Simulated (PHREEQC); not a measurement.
Synthetic water in mg/L, 25 °C, pH 2.36, pe 11.6:

| constituent | mg/L |
|---|---|
| Na | 156 |
| K | 10.5 |
| Ca | 649 |
| Mg | 134 |
| Cl | 117 |
| S(6) as SO4 | 2670 |
| O(0) (dissolved oxygen) | 1.05 |
| Br | 1.36 |
| Cd | 28.2 |
| N(5) as NO3 | 11.8 |
| Zn | 76.3 |

Valence states are taken as typed.

Equilibrium calculation in PHREEQC: ion-association model, phreeqc.dat.

- ionic strength: 0.0712 mol/kgw
- specific conductance: 5320 µS/cm
- density: 1.001 g/cm³
- total alkalinity: -8.87 meq/kg
- charge-balance error: 3.8 %

| species | molality | activity | log γ |
|---|---|---|---|
| SO4-2 | 0.0158 | 0.00656 | -0.381 |
| Ca+2 | 0.0107 | 0.00462 | -0.367 |
| Na+ | 0.00660 | 0.00531 | -0.094 |
| CaSO4 | 0.00531 | 0.00539 | 0.007 |
| H+ | 0.00520 | 0.00436 | -0.076 |
| HSO4- | 0.00348 | 0.00279 | -0.097 |
| Mg+2 | 0.00331 | 0.00147 | -0.353 |
| Cl- | 0.00329 | 0.00260 | -0.102 |
| MgSO4 | 0.00222 | 0.00226 | 0.007 |
| Zn+2 | 0.000681 | 0.000285 | -0.379 |
| ZnSO4 | 0.000431 | 0.000438 | 0.007 |
| K+ | 0.000258 | 0.000204 | -0.103 |
| NaSO4- | 0.000216 | 0.000175 | -0.092 |

No solid was allowed to form. The solution is supersaturated, for example in Gypsum, so a real one may precipitate; this is no full list.
